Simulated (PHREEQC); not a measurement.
Solution (20 °C): 3.5 mmol/kgw HF and 0.079 mmol/kgw NH4HF2. It is in equilibrium with CO2 at log p = -2 (atm). Otherwise closed; pH follows from the charge balance.

Equilibrium calculation in PHREEQC: ion-association model, phreeqc.dat.

Each row changes one thing in this solution. No solid was allowed to form.

```json
[
 {"case": "as made", "pH": "2.90", "ionic strength (mol/kgw)": "0.00138", "HF (mol/kgw)": "0.00226", "F- (mol/kgw)": "0.00137", "HF2- (mol/kgw)": "1.14e-5", "HCO3- (mol/kgw)": "1.35e-7"},
 {"case": "HF replaced by (NH4)2SiF6 at the same molality", "pH": "3.21", "ionic strength (mol/kgw)": "0.0108", "HF (mol/kgw)": "0.00128", "F- (mol/kgw)": "0.00169", "HF2- (mol/kgw)": "7.95e-6", "HCO3- (mol/kgw)": "2.92e-7"},
 {"case": "NH4HF2 left out", "pH": "2.90", "ionic strength (mol/kgw)": "0.00131", "HF (mol/kgw)": "0.00217", "F- (mol/kgw)": "0.00130", "HF2- (mol/kgw)": "1.04e-5", "HCO3- (mol/kgw)": "1.34e-7"},
 {"case": "temperature from 20 to 80 °C", "pH": "3.12", "ionic strength (mol/kgw)": "0.000866", "HF (mol/kgw)": "0.00278", "F- (mol/kgw)": "0.000856", "HF2- (mol/kgw)": "1.02e-5", "HCO3- (mol/kgw)": "7.91e-8"},
 {"case": "0.00023 mol/kgw TMAH added", "pH": "2.95", "ionic strength (mol/kgw)": "0.00148", "HF (mol/kgw)": "0.00217", "F- (mol/kgw)": "0.00147", "HF2- (mol/kgw)": "1.17e-5", "HCO3- (mol/kgw)": "1.51e-7"},
 {"case": "NH4HF2 from 7.9e-05 to 7.9e-06 mol/kgw", "pH": "2.90", "ionic strength (mol/kgw)": "0.00132", "HF (mol/kgw)": "0.00218", "F- (mol/kgw)": "0.00131", "HF2- (mol/kgw)": "1.05e-5", "HCO3- (mol/kgw)": "1.34e-7"},
 {"case": "NH4HF2 replaced by (NH4)2SO4 at the same molality", "pH": "2.90", "ionic strength (mol/kgw)": "0.00154", "HF (mol/kgw)": "0.00217", "F- (mol/kgw)": "0.00131", "HF2- (mol/kgw)": "1.05e-5", "HCO3- (mol/kgw)": "1.34e-7"}
]
```

Some of these states are supersaturated (in Quartz (slow to form), Chalcedony (slow to form), for instance). Away from 25 °C the constants follow the database's enthalpies or fits; those with neither stay at their 25 °C values. SiF6-2 is the database's only silicon fluoride.
